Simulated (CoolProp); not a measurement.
Vapour-liquid equilibrium of R134a (1) + dimethyl ether (2) at 0.711 MPa; x and y are mole fractions of (1).

The numbers come from the multi-fluid Helmholtz-energy mixture model, Tillner-Roth 1994 and Wu 2011; pair parameters Bell 2016 in CoolProp.

```json
[
 {"x": "0.05", "bubble temperature (K)": "305.0", "y at the bubble point": "0.045", "dew temperature at overall composition x (K)": "305.1", "liquid density (mol/L)": "13.99"},
 {"x": "0.125", "bubble temperature (K)": "305.4", "y at the bubble point": "0.117", "dew temperature at overall composition x (K)": "305.4", "liquid density (mol/L)": "13.79"},
 {"x": "0.2", "bubble temperature (K)": "305.5", "y at the bubble point": "0.196", "dew temperature at overall composition x (K)": "305.5", "liquid density (mol/L)": "13.59"},
 {"x": "0.275", "bubble temperature (K)": "305.5", "y at the bubble point": "0.278", "dew temperature at overall composition x (K)": "305.5", "liquid density (mol/L)": "13.40"},
 {"x": "0.35", "bubble temperature (K)": "305.4", "y at the bubble point": "0.363", "dew temperature at overall composition x (K)": "305.4", "liquid density (mol/L)": "13.21"},
 {"x": "0.425", "bubble temperature (K)": "305.1", "y at the bubble point": "0.447", "dew temperature at overall composition x (K)": "305.2", "liquid density (mol/L)": "13.03"},
 {"x": "0.5", "bubble temperature (K)": "304.8", "y at the bubble point": "0.531", "dew temperature at overall composition x (K)": "304.9", "liquid density (mol/L)": "12.85"},
 {"x": "0.575", "bubble temperature (K)": "304.3", "y at the bubble point": "0.613", "dew temperature at overall composition x (K)": "304.5", "liquid density (mol/L)": "12.68"},
 {"x": "0.65", "bubble temperature (K)": "303.7", "y at the bubble point": "0.691", "dew temperature at overall composition x (K)": "304.0", "liquid density (mol/L)": "12.51"},
 {"x": "0.725", "bubble temperature (K)": "303.0", "y at the bubble point": "0.765", "dew temperature at overall composition x (K)": "303.4", "liquid density (mol/L)": "12.34"},
 {"x": "0.8", "bubble temperature (K)": "302.4", "y at the bubble point": "0.834", "dew temperature at overall composition x (K)": "302.7", "liquid density (mol/L)": "12.17"},
 {"x": "0.875", "bubble temperature (K)": "301.6", "y at the bubble point": "0.900", "dew temperature at overall composition x (K)": "301.9", "liquid density (mol/L)": "12.01"},
 {"x": "0.95", "bubble temperature (K)": "300.9", "y at the bubble point": "0.961", "dew temperature at overall composition x (K)": "301.0", "liquid density (mol/L)": "11.85"}
]
```

y crosses x between x = 0.2 and 0.275: the model has an azeotrope there.

The pair parameters rest on a limited set of measurements; away from them the model extrapolates.
